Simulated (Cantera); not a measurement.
A freely propagating, adiabatic, planar premixed flame of H₂ : O₂ : N₂ = 1 : 0.25 : 0.94 (molar parts), equivalence ratio 2.0, unburnt at 450 K and 435 Torr; mixture-averaged transport, grid criteria slope 0.08 and curve 0.16, no radiation.

Cantera simulation using the H2/O2 subset of GRI-Mech 3.0, which has no nitrogen chemistry; the numbers are that mechanism's predictions, not measurements. Burning velocities carry a grid error of a few per cent, more on coarse grids.

```tsv
quantity	before	after
laminar burning velocity	534 cm/s	1130 cm/s
thermal thickness	0.823 mm	0.985 mm
peak x(O)	0.00393	0.00539
peak x(HO₂)	0.000252	0.000115
peak x(OH)	0.00419	0.00651
```

Task: Which change was made?
A. N2 0.94 to 0.72 parts
B. inlet temperature 450 to 300 K
C. inlet temperature 450 to 700 K
D. N2 0.94 to 0.75 parts

Result: C, inlet temperature 450 to 700 K
